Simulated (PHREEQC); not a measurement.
0.29 g of hydrous ferric oxide (600 m²/g; 0.2 weak and 0.005 strong sites per Fe, Dzombak-Morel constants, diffuse double layer) in 1 kg of water with 0.001 mol/kgw of an inert sodium salt and 0.00014 mol/kgw Na2SO4 and 0.0012 mol/kgw NaF, at 25 °C; the pH is set by adding NaOH or the inert anion's acid. Oxygen is held at 0.21 atm. CO2 from the air is kept out. Nothing may precipitate in this run.

The series has 17 steps of pH, from 4 to 12.

Model: ion-association model, wateq4f.dat, run in PHREEQC.

Task: Near which pH is half of the S sorbed, and on which side is more sorbed?

Result: Near pH 5.4, with more sorbed at lower pH.

Species that the database lacks are ignored.
